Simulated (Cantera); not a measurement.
An isothermal, constant-pressure homogeneous reactor starts with C₂H₆ : N₂ = 1 : 190 (molar parts), at 1950 K and 0.00188 atm. Integrator tolerance rtol = 1e-08.

Computed with Cantera and GRI-Mech 3.0 (53 species, 325 reactions). GRI-Mech 3.0 stops at C3 and has no aromatics, soot or wall deposition, so with more carbon than oxygen in the feed, carbon stays in small species such as C2H2 where larger ones or solid carbon would form. Radical loss at walls, strong at low pressure, is not modelled.

```tsv
quantity	before	after
x(C₂H₆) at 4.00 s	<1e-12 (gas-phase equilibrium <1e-12)	<1e-12 (gas-phase equilibrium <1e-12)
x(CH₃) at 4.00 s	3.62e-7 (gas-phase equilibrium 2.80e-9)	1.18e-7 (gas-phase equilibrium 4.42e-10)
x(C₂H₄) at 4.00 s	1.41e-9 (gas-phase equilibrium 3.42e-11)	1.94e-10 (gas-phase equilibrium 2.24e-12)
x(CH₂) at 4.00 s	2.10e-8 (gas-phase equilibrium 9.75e-10)	1.23e-8 (gas-phase equilibrium 2.49e-10)
x(HCN) at 4.00 s	0.000265 (gas-phase equilibrium 0.00986)	0.000215 (gas-phase equilibrium 0.00412)
```

Question: Which change was made?
(A) temperature 1950 to 1225 K
(B) N2 190 to 470 parts
(C) C2H6 1 to 9.5 parts
(D) temperature 1950 to 1475 K

Answer: B, N2 190 to 470 parts
